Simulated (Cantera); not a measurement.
Premixed flame

A freely propagating, adiabatic, planar premixed flame of H2 : O2 : N2 = 1 : 0.658 : 2.47 (molar parts), equivalence ratio 0.76, unburnt at 623 K and 3750 Torr; mixture-averaged transport, grid criteria slope 0.08 and curve 0.16, no radiation.

Cantera simulation using the H2/O2 subset of GRI-Mech 3.0, which has no nitrogen chemistry; the numbers are that mechanism's predictions, not measurements. The hydrogen kinetics of GRI-Mech 3.0 are dated; newer H2 mechanisms differ, most at raised pressure. Burning velocities carry a grid error of a few per cent, more on coarse grids.

| z (mm) | T (K) | u (m/s) | x H2 | x O2 | x OH | x H | x H2O2 | x O |
|---|---|---|---|---|---|---|---|---|
| -0.175 | 623 | 5.12 | 0.242 | 0.159 | <1e-8 | <1e-8 | <1e-8 | <1e-8 |
| -0.116 | 623 | 5.12 | 0.242 | 0.159 | <1e-8 | <1e-8 | <1e-8 | <1e-8 |
| -0.0873 | 623 | 5.12 | 0.241 | 0.160 | <1e-8 | <1e-8 | 1.26e-8 | <1e-8 |
| -0.0582 | 625 | 5.11 | 0.238 | 0.160 | <1e-8 | <1e-8 | 2.05e-7 | 6.97e-8 |
| -0.0291 | 688 | 5.48 | 0.214 | 0.163 | 6.50e-5 | 7.23e-5 | 2.94e-5 | 1.62e-5 |
| -0.0146 | 969 | 7.46 | 0.166 | 0.154 | 0.00101 | 0.00229 | 7.88e-5 | 0.000439 |
| 0 | 1386 | 10.4 | 0.0978 | 0.119 | 0.00383 | 0.0109 | 2.35e-5 | 0.00344 |
| 0.0146 | 1688 | 12.6 | 0.0468 | 0.0795 | 0.00932 | 0.0169 | 5.50e-6 | 0.00741 |
| 0.0291 | 1860 | 13.8 | 0.0263 | 0.0600 | 0.0134 | 0.0157 | 3.33e-6 | 0.00878 |
| 0.0582 | 2031 | 15.0 | 0.0165 | 0.0505 | 0.0155 | 0.00992 | 2.03e-6 | 0.00736 |
| 0.116 | 2172 | 15.9 | 0.0107 | 0.0470 | 0.0143 | 0.00457 | 1.32e-6 | 0.00450 |
| 0.233 | 2269 | 16.5 | 0.00583 | 0.0454 | 0.0114 | 0.00164 | 9.10e-7 | 0.00229 |
| 0.466 | 2321 | 16.8 | 0.00285 | 0.0449 | 0.00839 | 0.000543 | 6.94e-7 | 0.00111 |
x: mole fraction of selected species; z is measured from the peak of heat release.

The laminar burning velocity comes out as 512 cm/s and the thermal thickness is 0.0582 mm. The peak x(OH) comes out as 0.0156 and the peak x(H) is 0.0171. The peak x(H2O2) is 7.91e-5. The peak x(O) is 0.00878.
